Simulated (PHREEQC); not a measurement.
0.069 g of hydrous ferric oxide (600 m²/g; 0.2 weak and 0.005 strong sites per Fe, Dzombak-Morel constants, diffuse double layer) in 1 kg of water with 0.005 mol/kgw of an inert sodium salt and 0.26 mmol/kgw NaF, at 25 °C; the pH is set by adding NaOH or the inert anion's acid. Oxygen alone is held at its pressure in air (log pO2 = -0.68). The system is closed to CO2. Nothing may precipitate in this run.

The numbers come from PHREEQC with the ion-association model, wateq4f.dat.

| pH | F sorbed (%) | surface charge σ (C/m²) | surface potential ψ (mV) |
|---|---|---|---|
| 3 | 35.3 | 0.136 | 173 |
| 3.5 | 37.0 | 0.105 | 163 |
| 4 | 35.1 | [?] | 152 |
| 4.5 | 30.9 | 0.064 | 140 |
| 5 | [?] | 0.049 | 126 |
| 5.5 | 19.0 | [?] | 110 |
| 6 | 13.0 | 0.026 | 94 |
| 6.5 | 7.7 | 0.018 | 76 |
| 7 | 3.9 | 0.011 | 56 |
| 7.5 | 1.6 | [?] | [?] |
| 8 | 0.6 | 0.001 | [?] |
| 8.5 | 0.2 | -0.004 | [?] |
| 9 | 0.1 | -0.010 | -50 |

### Question
Complete the blanks.

### Answer

- 4, surface charge σ (C/m²): 0.083
- 5, F sorbed (%): 25.2
- 5.5, surface charge σ (C/m²): 0.036
- 7.5, surface charge σ (C/m²): 0.006
- 7.5, surface potential ψ (mV): 32
- 8, surface potential ψ (mV): 5
- 8.5, surface potential ψ (mV): -22

The oxide is taken as insoluble; below pH 4 it would dissolve.
